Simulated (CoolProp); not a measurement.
Properties of fluoroethane (R161) along the isotherm 412.7 K (Tc = 375.2 K, pc = 5.010 MPa, ω = 0.216).

Computed with CoolProp (reference Helmholtz-energy equation of state, Wu 2012).

```tsv
p (MPa)	phase	cv (kJ/(kg K))	fugacity coefficient
0.0158	gas	1.409	0.9992
0.0246	gas	1.409	0.9987
0.0383	gas	1.410	0.9980
0.0597	gas	1.410	0.9969
0.0929	gas	1.411	0.9952
0.145	gas	1.412	0.9925
0.225	gas	1.414	0.9884
0.351	gas	1.417	0.9819
0.546	gas	1.422	0.9720
0.851	gas	1.430	0.9565
1.32	gas	1.444	0.9330
2.06	gas	1.467	0.8965
3.21	gas	1.512	0.8412
5	gas	1.606	0.7579
```
